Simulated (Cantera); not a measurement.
Feed: 1 mol SiC, 0.018 mol C, 4 mol N₂, equilibrated at 530 Pa.

Points: T (K) = 1875, 1975, 2075, 2175, 2275, 2375, 2475, 2575, 2675.

Cantera's Mixture.equilibrate('TP', solver="vcs", rtol=1e-11, max_steps=5000) on the NASA tables stopped like this:

```
.6435
T = 2475 K  P = 530 Pa  gas = 4.922 mol
   x: N2 8.116e-01  Si 1.372e-01  SiC2 3.310e-02  Si2C 1.508e-02  CN 1.034e-03  SiN 9.417e-04  Si2 6.532e-04  Si2N 1.572e-04  C3 6.330e-05  SiC 5.527e-05  C2N2 5.416e-05  C 2.219e-05  Si3 2.109e-05  C2 5.805e-06  N 2.863e-06
   condensed (mol): C(gr) 0.611
T = 2575 K  P = 530 Pa  gas = 4.965 mol
   x: N2 8.039e-01  Si 1.396e-01  SiC2 4.464e-02  Si2C 7.660e-03  CN 2.324e-03  SiN 8.225e-04  Si2 3.753e-04  C3 2.909e-04  C2N2 9.662e-05  SiC 9.250e-05  C 8.542e-05  Si2N 6.280e-05  C2 2.718e-05  N 7.067e-06  Si3 5.704e-06  C5 1.189e-06  CNC 1.107e-06
   condensed (mol): C(gr) 0.5186
ERROR: FAILURE its = 5001!

*******************************************************************************
CanteraError thrown by MultiPhase::equilibrate:
VCS solver failed. Return code: -1
*******************************************************************************
```

Task: What got this run through?

Result: This is not unique; one that fits is The failure is numerical, not chemical. The same input converged with solver="gibbs", rtol=1e-10, max_steps=50000, and the result passed a check of the equilibrium conditions:
```
T = 1875 K  P = 530 Pa  gas = 4 mol
   x: N2 9.999e-01  Si 5.722e-05  SiN 1.491e-06  CN 1.359e-06  SiC2 1.268e-06
   condensed (mol): C(gr) 0.01822  SiC(b) 0.9998
T = 1975 K  P = 530 Pa  gas = 4.001 mol
   x: N2 9.997e-01  Si 3.045e-04  SiC2 1.120e-05  Si2C 7.500e-06  SiN 6.130e-06  CN 5.572e-06  C2N2 1.435e-06
   condensed (mol): C(gr) 0.0192  SiC(b) 0.9986
T = 2075 K  P = 530 Pa  gas = 4.006 mol
   x: N2 9.984e-01  Si 1.377e-03  SiC2 7.978e-05  Si2C 5.117e-05  SiN 2.195e-05  CN 1.990e-05  C2N2 3.583e-06  Si2N 1.929e-06  Si2 1.216e-06
   condensed (mol): C(gr) 0.02341  SiC(b) 0.9936
T = 2175 K  P = 530 Pa  gas = 4.025 mol
   x: N2 9.937e-01  Si 5.408e-03  SiC2 4.721e-04  Si2C 2.910e-04  SiN 6.964e-05  CN 6.303e-05  C2N2 8.194e-06  Si2 8.188e-06  Si2N 7.799e-06
   condensed (mol): C(gr) 0.03913  SiC(b) 0.9736
T = 2275 K  P = 530 Pa  gas = 4.094 mol
   x: N2 9.769e-01  Si 1.881e-02  SiC2 2.379e-03  Si2C 1.413e-03  SiN 1.982e-04  CN 1.790e-04  Si2 4.645e-05  Si2N 2.762e-05  C2N2 1.720e-05  SiC 2.442e-06  C3 1.978e-06  Si3 1.175e-06  C 1.046e-06
   condensed (mol): C(gr) 0.09156  SiC(b) 0.9003
T = 2375 K  P = 530 Pa  gas = 4.329 mol
   x: N2 9.235e-01  Si 5.880e-02  SiC2 1.042e-02  Si2C 5.981e-03  SiN 5.054e-04  CN 4.557e-04  Si2 2.269e-04  Si2N 8.591e-05  C2N2 3.256e-05  SiC 1.378e-05  C3 1.206e-05  Si3 7.236e-06  C 5.141e-06  N 1.141e-06  C2 1.086e-06
   condensed (mol): C(gr) 0.2558  SiC(b) 0.6435
T = 2475 K  P = 530 Pa  gas = 4.922 mol
   x: N2 8.116e-01  Si 1.372e-01  SiC2 3.310e-02  Si2C 1.508e-02  CN 1.034e-03  SiN 9.417e-04  Si2 6.532e-04  Si2N 1.572e-04  C3 6.330e-05  SiC 5.527e-05  C2N2 5.416e-05  C 2.219e-05  Si3 2.109e-05  C2 5.805e-06  N 2.863e-06
   condensed (mol): C(gr) 0.611
T = 2575 K  P = 530 Pa  gas = 4.965 mol
   x: N2 8.039e-01  Si 1.396e-01  SiC2 4.464e-02  Si2C 7.660e-03  CN 2.324e-03  SiN 8.225e-04  Si2 3.753e-04  C3 2.909e-04  C2N2 9.662e-05  SiC 9.250e-05  C 8.542e-05  Si2N 6.280e-05  C2 2.718e-05  N 7.067e-06  Si3 5.704e-06  C5 1.189e-06  CNC 1.107e-06
   condensed (mol): C(gr) 0.5186
T = 2675 K  P = 530 Pa  gas = 4.999 mol
   x: N2 7.972e-01  Si 1.353e-01  SiC2 5.603e-02  CN 4.912e-03  Si2C 3.717e-03  C3 1.188e-03  SiN 6.925e-04  C 2.970e-04  Si2 2.042e-04  C2N2 1.651e-04  SiC 1.418e-04  C2 1.132e-04  Si2N 2.444e-05  N 1.632e-05  C5 7.208e-06  CNC 3.604e-06  Si3 1.474e-06  C4 1.427e-06
   condensed (mol): C(gr) 0.3916
```

The gas is ideal and each condensed phase is pure. The tables' values for SiN are old estimates; treat these amounts as uncertain.
